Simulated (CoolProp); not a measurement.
R13 along the isotherm 163.2 K: Z from the reference equation and from simpler models built on Tc = 303.0 K, pc = 3.973 MPa, ω = 0.175; each cubic takes its own stable root.

Computed with CoolProp (reference Helmholtz-energy equation of state, Platzer 1990). This equation is an older, rougher fit; its heat capacities, sound speeds and derivatives of the liquid may be far off and weren't checked against measurements.

```
p (MPa)   phase  reference  van der Waals  Redlich-Kwong  Soave-Redlich-Kwong  Peng-Robinson
-------  ------  ---------  -------------  -------------  -------------------  -------------
1.99     liquid    0.09401         0.1439        0.09756              0.09639        0.08559
3.97     liquid     0.1871         0.2848         0.1939               0.1916         0.1703
5.96     liquid     0.2801         0.4245         0.2900               0.2868         0.2550
7.95     liquid     0.3727         0.5625         0.3854               0.3814         0.3392
9.93     liquid     0.4644         0.6984         0.4798               0.4750         0.4227
11.9     liquid     0.5552         0.8324         0.5732               0.5676         0.5053
13.9     liquid     0.6470         0.9674         0.6675               0.6612         0.5889
15.9     liquid     0.7384          1.101         0.7613               0.7544         0.6721
17.9     liquid     0.8294          1.234         0.8546               0.8472         0.7551
19.9     liquid     0.9201          1.367         0.9475               0.9396         0.8377
```
